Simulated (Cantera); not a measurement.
A Cantera script and what it prints.

```python
import numpy as np
import cantera as ct

gas_names = """
    CL CL2 H HCL H2 N NH NH2 NH3 N2 N2H2 N2H4 Si SiCL SiCL2 SiCL3 SiCL4 SiH SiHCL3 SiH2 SiH2CL2 SiH3
    SiH3CL SiH4 SiN Si2 Si2N Si3
""".split()
cond_names = """
    NH4CL(a) NH4CL(b) Si(cr) Si(L) Si3N4(a)
""".split()


# ... load() reads the species with a 1 bar reference pressure and builds the phases ...
atoms = {
    'SiHCl3': {'Si': 1, 'H': 1, 'CL': 3},
    'N2': {'N': 2},
}
top_T = {'Si3N4(a)': 2400}  # K; cautious upper limits of use, not melting points


# ... equilibrate(T, P, feed) seeds the gas with the atoms and calls Mixture.equilibrate('TP', solver="vcs", rtol=1e-11, max_steps=5000) ...
results = []
feed = {'SiHCl3': 1, 'N2': 39}  # mol
P = 1333.22  # Pa
for T in [1423, 1473, 1523, 1573, 1623, 1673, 1723, 1773, 1823, 1873, 1923]:
    mix = equilibrate(T, P, feed)
    results.append((T, P, feed, dict(zip(mix.species_names, mix.species_moles))))

top = {s: max(r[3][s] / sum(r[3][g] for g in gas_names) for r in results) for s in gas_names}
cols = sorted((s for s in top if top[s] > 0.001), key=lambda s: -top[s])[:6]
seen = [c for c in cond_names if any(r[3].get(c, 0) > 1e-12 for r in results)]
print("log10 of partial pressures in bar; condensed amounts in mol")
print(f"{'T/K':>10s}" + "".join(f"{s[:9]:>10s}" for s in cols + seen))
for T, P, feed, n in results:
    ng = sum(n[g] for g in gas_names)
    print(f"{T:10.4g}" + "".join(f"{np.log10(max(n[s] / ng * P / 1e5, 1e-99)):10.3f}" for s in cols)
          + "".join(f"{n.get(c, 0):10.4g}" for c in seen))
```

It prints:

```
log10 of partial pressures in bar; condensed amounts in mol
       T/K        N2     SiCL2       HCL     SiCL4     SiCL3        CL  Si3N4(a)
      1423    -1.894    -3.830    -3.525    -4.211    -4.319    -6.377    0.0718
      1473    -1.895    -3.651    -3.541    -4.542    -4.363    -6.175   0.03179
      1523    -1.896    -3.548    -3.566    -4.971    -4.497    -6.014         0
      1573    -1.896    -3.537    -3.550    -5.152    -4.554    -5.711         0
      1623    -1.896    -3.528    -3.540    -5.341    -4.618    -5.434         0
      1673    -1.897    -3.520    -3.533    -5.542    -4.691    -5.187         0
      1723    -1.897    -3.513    -3.531    -5.765    -4.776    -4.969         0
      1773    -1.897    -3.508    -3.532    -6.012    -4.875    -4.783         0
      1823    -1.897    -3.504    -3.537    -6.282    -4.987    -4.624         0
      1873    -1.897    -3.501    -3.545    -6.566    -5.108    -4.488         0
      1923    -1.898    -3.499    -3.556    -6.853    -5.233    -4.367         0
```

Method: chemical equilibrium by Gibbs-energy minimisation in Cantera with the NASA 1993 tables (ideal gas, pure condensed phases). N2 is the only nitrogen source here; it is nearly inert below about 1500 K, so the nitride shown seldom forms there in practice. The tables' values for SiCl3, SiCl are old estimates; treat these amounts as uncertain.
